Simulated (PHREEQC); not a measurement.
Consider water at 90 °C with 0.21 mol NH4HF2, 5.2e-05 mol H2SiF6 and 0.0036 mol H3BO3 per kg of water. It is in equilibrium with CO2 at log p = -3.5 (atm). Otherwise closed; pH follows from the charge balance.

Computed with PHREEQC (ion-association model, phreeqc.dat).

```json
{
  "pH": "3.57",
  "ionic_strength": "0.210 mol/kgw",
  "activity_of_water": "0.991",
  "density": "0.970 g/cm³",
  "total_alkalinity": "-210 meq/kg"
}
```

```csv
species,molality,activity,log γ
NH4+,0.210,0.135,-0.193
F-,0.136,0.0910,-0.174
HF,0.128,0.134,0.021
HF2-,0.0710,0.0506,-0.147
BF4-,0.00356,0.00254,-0.147
H+,0.000347,0.000269,-0.112
```

No solid was allowed to form. At this temperature some constants are extrapolated from 25 °C, and those without enthalpy data are left unchanged. SiF6-2 is the database's only silicon fluoride. Real BF4- forms and hydrolyses slowly; the run takes it at equilibrium.
